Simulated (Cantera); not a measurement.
Charge: 1 mol SiCl4, 2.5 mol Cl2, 15 mol H2, equilibrated at 1173.15 K and 370000 Pa.

Method: chemical equilibrium by Gibbs-energy minimisation in Cantera with the NASA 1993 tables (ideal gas, pure condensed phases). Candidate condensed phases: Si; 19 gas species. The tables' values for SiCl3 are old estimates; treat these amounts as uncertain. Equilibrium is a limit: real reactors are often held back by kinetics, nucleation or transport.

Base state: H2 0.673, HCl 0.273, SiCl4 0.0509, SiHCl3 0.00292, SiCl3 0.000214, SiH2Cl2 2.14e-5 (mole fractions); condensed: gas only.

Question: What changes in the equilibrium state with this change: temperature from 1173.15 K to 648.15 K?

Answer: 
| species | before | after |
|---|---|---|
| H2 | 0.673 | 0.676 |
| HCl | 0.273 | 0.270 |
| SiCl4 | 0.0509 | 0.0540 |
| SiCl3 | 0.000214 | <1e-9 |
| SiH2Cl2 | 2.14e-5 | <1e-9 |
| SiHCl3 | 0.00292 | 1.06e-5 |
